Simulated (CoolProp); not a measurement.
Model: reference Helmholtz-energy equation of state, Marx 1992, in CoolProp.

**Question.** Give the vapour pressure (bar), liquid density (kg/m³), enthalpy of vaporisation (kJ/kg), vapour Z of saturated R113 at 410.1, 437.2 K.

**Answer.** 
```json
[
 {"T (K)": "410.1", "p (bar)": "9.57", "liquid density (kg/m³)": "1250", "enthalpy of vaporisation (kJ/kg)": "108", "vapour Z": "0.795"},
 {"T (K)": "437.2", "p (bar)": "15.6", "liquid density (kg/m³)": "1140", "enthalpy of vaporisation (kJ/kg)": "91.4", "vapour Z": "0.706"}
]
```
